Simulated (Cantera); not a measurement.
Equilibrium for abatement and gas-phase synthesis: H2S + H2O + N2

Input: 1 mol H2S, 0.78 mol H2O, 0.55 mol N2, held at 0.000360 bar.

Equilibrium computed with Cantera from the NASA thermochemical tables; the gas is ideal and each condensed phase is pure. Candidate condensed phases: H2O, H2SO4, S; 35 gas species. The numbers say what is thermodynamically allowed, not how fast it happens.

```json
[
 {"T (°C)": "1402", "x H": "0.00392", "x H2": "0.411", "x H2O": "0.191", "x N2": "0.189", "x S2": "0.140", "x S": "0.00494", "x SO": "0.0181", "x O": "6.81e-7", "x SO2": "0.0294", "x OH": "8.83e-5", "x SH": "0.00722"},
 {"T (°C)": "1502", "x H": "0.00995", "x H2": "0.425", "x H2O": "0.165", "x N2": "0.186", "x S2": "0.125", "x S": "0.0113", "x SO": "0.0308", "x O": "4.38e-6", "x SO2": "0.0341", "x OH": "0.000240", "x SH": "0.00937"},
 {"T (°C)": "1602", "x H": "0.0227", "x H2": "0.431", "x H2O": "0.138", "x N2": "0.182", "x S2": "0.106", "x S": "0.0228", "x SO": "0.0470", "x O": "2.26e-5", "x SO2": "0.0359", "x OH": "0.000568", "x SH": "0.0113"},
 {"T (°C)": "1702", "x H": "0.0470", "x H2": "0.424", "x H2O": "0.114", "x N2": "0.176", "x S2": "0.0826", "x S": "0.0408", "x SO": "0.0647", "x O": "9.77e-5", "x SO2": "0.0350", "x OH": "0.00120", "x SH": "0.0127"},
 {"T (°C)": "1802", "x H": "0.0889", "x H2": "0.401", "x H2O": "0.0912", "x N2": "0.168", "x S2": "0.0575", "x S": "0.0645", "x SO": "0.0806", "x O": "0.000367", "x SO2": "0.0320", "x OH": "0.00231", "x SH": "0.0127"},
 {"T (°C)": "1902", "x H": "0.154", "x H2": "0.356", "x H2O": "0.0717", "x N2": "0.158", "x S2": "0.0341", "x S": "0.0888", "x SO": "0.0913", "x O": "0.00125", "x SO2": "0.0280", "x OH": "0.00415", "x SH": "0.0113"},
 {"T (°C)": "2002", "x H": "0.242", "x H2": "0.293", "x H2O": "0.0545", "x N2": "0.147", "x S2": "0.0169", "x S": "0.106", "x SO": "0.0949", "x O": "0.00397", "x SO2": "0.0239", "x OH": "0.00701", "x SH": "0.00861"},
 {"T (°C)": "2102", "x H": "0.347", "x H2": "0.218", "x H2O": "0.0380", "x N2": "0.135", "x S2": "0.00748", "x S": "0.115", "x SO": "0.0909", "x O": "0.0116", "x SO2": "0.0192", "x OH": "0.0108", "x SH": "0.00581"},
 {"T (°C)": "2202", "x H": "0.448", "x H2": "0.143", "x H2O": "0.0218", "x N2": "0.122", "x S2": "0.00337", "x S": "0.120", "x SO": "0.0791", "x O": "0.0286", "x SO2": "0.0132", "x OH": "0.0138", "x SH": "0.00366"},
 {"T (°C)": "2302", "x H": "0.524", "x H2": "0.0823", "x H2O": "0.00934", "x N2": "0.111", "x S2": "0.00172", "x S": "0.130", "x SO": "0.0603", "x O": "0.0554", "x SO2": "0.00683", "x OH": "0.0134", "x SH": "0.00228"}
]
```
x: gas mole fraction; nothing condenses.

From 1402 °C to 2302 °C nothing is condensed.
